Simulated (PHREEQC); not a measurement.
Consider water at 15 °C with 0.12 mol/kgw HF, 4.7e-05 mol/kgw NaF and 0.00021 mol/kgw H2SO4. Closed to the air; pH follows from the charge balance.

Equilibrium calculation in PHREEQC: ion-association model, phreeqc.dat.

Precipitation was switched off in this run.

Order these F species by the share of F that they hold, largest first: HF, F-, HF2-.

HF (88 %), F- (7.2 %), HF2- (5.3 %)

The pH is 1.96 and the ionic strength 0.0122 mol/kgw. Species that the database lacks are ignored.
